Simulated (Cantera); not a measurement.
Feed: 1 mol Si, 1.4 mol O2, 120 mol H2, equilibrated at 1527 °C and 0.0133 bar.

Equilibrium computed with Cantera from the NASA thermochemical tables; the gas is ideal and each condensed phase is pure. Candidate condensed phases: H2O, Si, SiO2; 18 gas species. Equilibrium is a limit: real reactors are often held back by kinetics, nucleation or transport.

Base state: H2 0.974, H2O 0.0148, SiO 0.00825, H 0.00306 (mole fractions); condensed: gas only.

Question: What changes in the equilibrium state with this change: temperature from 1527 °C to 1750 °C?

Answer: 
```
species   before    after
-------  -------  -------
H2         0.974    0.961
H        0.00306   0.0161
H2O       0.0148   0.0147
SiO      0.00825  0.00820
OH       3.08e-6  2.57e-5
```
